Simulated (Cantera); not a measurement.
A perfectly stirred reactor is fed with 24.4 % NH₃, 75.6 % H₂, at 10.00 Torr; it is held at 2125 K, and followed from long to short residence time.

Model: the gas-phase N/H chemistry of the illustrative SiF4/NH3 mechanism in the Surface Chemkin manual (1991), integrated in Cantera. Walls and surfaces, which speed up NH3 decomposition in real reactors, are not modelled.

Task: Predict: x(NH₃) at τ = 0.450 s; x(H₂) at τ = 0.450 s; x(N₂H₄) at τ = 0.450 s; x(N₂) at τ = 0.450 s; x(N) at τ = 0.450 s; x(NH₃) at τ = 34.0 ms; x(H₂) at τ = 34.0 ms; x(N₂H₄) at τ = 34.0 ms; x(N₂) at τ = 34.0 ms; x(N) at τ = 34.0 ms.

Result: 
```json
{
 "x(NH₃) at τ = 0.450 s": "0.131",
 "x(H₂) at τ = 0.450 s": "0.822",
 "x(N₂H₄) at τ = 0.450 s": "1.02e-9",
 "x(N₂) at τ = 0.450 s": "0.0450",
 "x(N) at τ = 0.450 s": "3.29e-6",
 "x(NH₃) at τ = 34.0 ms": "0.230",
 "x(H₂) at τ = 34.0 ms": "0.763",
 "x(N₂H₄) at τ = 34.0 ms": "1.93e-9",
 "x(N₂) at τ = 34.0 ms": "0.00503",
 "x(N) at τ = 34.0 ms": "2.67e-6"
}
```
